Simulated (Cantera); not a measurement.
Cantera run, input and output.

```python
import numpy as np
import cantera as ct

surf = ct.Interface("ptcombust.yaml", "Pt_surf")
gas = surf.adjacent["gas"]
gas.TPX = 300, 25000, {'CH4': 0.039, 'O2': 0.11, 'N2': 0.79}
jet = ct.ImpingingJet(gas=gas, width=0.035, surface=surf)
jet.inlet.mdot, jet.inlet.T, jet.inlet.X = 0.058, 300, {'CH4': 0.039, 'O2': 0.11, 'N2': 0.79}
jet.set_refine_criteria(ratio=10, slope=0.2, curve=0.3)
show, cover = ['CH4', 'O2', 'H2O', 'OH', 'CO', 'CO2'], ["PT(S)", "H(S)", "O(S)", "OH(S)", "CO(S)", "C(S)"]

rows = []
print(f"{'Ts/K':>7s}" + "".join(f"{s:>11s}" for s in show + cover) + "   (gas at the wall, coverages)")
for i, Ts in enumerate([950, 1000, 1050, 1100, 1150, 1200, 1250]):
    jet.surface.T = Ts
    if i == 0:
        surf.TP = Ts, 25000
        surf.coverages = "PT(S):0.5, O(S):0.5"
        surf.advance_coverages(1.0)
        jet.set_initial_guess(products="inlet")
    jet.solve(loglevel=0, auto=(i == 0))
    rows.append([*(jet.X[gas.species_index(s), -1] for s in show), *surf[cover].coverages])
    print(f"{Ts:7g}" + "".join(f"{x:11.3e}" for x in rows[-1]))
```

Result:

```
   Ts/K        CH4         O2        H2O         OH         CO        CO2      PT(S)       H(S)       O(S)      OH(S)      CO(S)       C(S)   (gas at the wall, coverages)
    950  1.497e-02  6.063e-02  4.955e-02  7.718e-08  7.430e-06  3.253e-02  2.431e-01  3.329e-07  7.543e-01  2.584e-03  1.496e-05  7.156e-08
   1000  9.873e-03  4.992e-02  5.885e-02  2.067e-07  6.738e-06  3.872e-02  3.186e-01  7.435e-07  6.789e-01  2.545e-03  1.023e-05  6.396e-08
   1050  6.878e-03  4.366e-02  6.424e-02  4.856e-07  6.305e-06  4.232e-02  3.926e-01  1.425e-06  6.050e-01  2.357e-03  6.919e-06  5.506e-08
   1100  5.077e-03  3.995e-02  6.740e-02  1.041e-06  6.165e-06  4.444e-02  4.634e-01  2.467e-06  5.344e-01  2.116e-03  4.788e-06  4.746e-08
   1150  3.940e-03  3.768e-02  6.930e-02  2.065e-06  6.279e-06  4.571e-02  5.301e-01  3.979e-06  4.680e-01  1.866e-03  3.434e-06  4.159e-08
   1200  3.185e-03  3.629e-02  7.046e-02  3.831e-06  6.638e-06  4.646e-02  5.922e-01  6.087e-06  4.061e-01  1.628e-03  2.559e-06  3.720e-08
   1250  2.657e-03  3.550e-02  7.114e-02  6.707e-06  7.274e-06  4.683e-02  6.491e-01  8.928e-06  3.495e-01  1.409e-03  1.978e-06  3.393e-08
```

Detailed kinetics in Cantera: Deutschmann's 1995 Pt surface mechanism with GRI-Mech 3.0 gas chemistry. Catalytic surfaces can have several steady states; this one follows from the mechanism file's or the stated starting coverage.
